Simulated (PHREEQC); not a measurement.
A solution holds 10 mmol/kgw NiSO4, 7.9 mmol/kgw CaCl2 and 0.86 mmol/kgw H2SO4, at 25 °C. Closed to the air; pH follows from the charge balance.

The numbers come from PHREEQC with the ion-association model, wateq4f.dat.

No solid was allowed to form.

What pH, ionic strength does the model give?

pH 2.95; ionic strength 0.0498 mol/kgw.

In which forms is Ni present?

Ni+2 78 %, NiSO4 21 %, NiCl+ 1.4 % of the Ni.
